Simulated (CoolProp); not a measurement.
Vapour-liquid equilibrium of R143a (1) + fluoroethane (R161) (2) at 41.95 °C; x and y are mole fractions of (1).

Computed with CoolProp (multi-fluid Helmholtz-energy mixture model, Lemmon and Jacobsen 2000 and Wu 2012; pair parameters Bell 2016).

```
x      bubble pressure (MPa)  y at the bubble point  dew pressure at overall composition x (MPa)  liquid density (mol/L)
-----  ---------------------  ---------------------  -------------------------------------------  ----------------------
0.05                   1.458                  0.063                                        1.452                   13.76
0.125                  1.497                  0.152                                        1.485                   13.43
0.2                    1.535                  0.238                                        1.518                   13.11
0.275                  1.573                  0.320                                        1.552                   12.80
0.35                   1.609                  0.398                                        1.587                   12.50
0.425                  1.646                  0.474                                        1.622                   12.20
0.5                    1.682                  0.548                                        1.658                   11.91
0.575                  1.717                  0.620                                        1.695                   11.63
0.65                   1.753                  0.690                                        1.733                   11.35
0.725                  1.788                  0.758                                        1.771                   11.08
0.8                    1.823                  0.826                                        1.810                   10.81
0.875                  1.858                  0.892                                        1.849                   10.54
0.95                   1.894                  0.957                                        1.890                   10.28
```

No azeotrope shows between x = 0.05 and 0.95.

Pair parameters are fitted to limited data, so mixtures are less certain than the pure fluids.
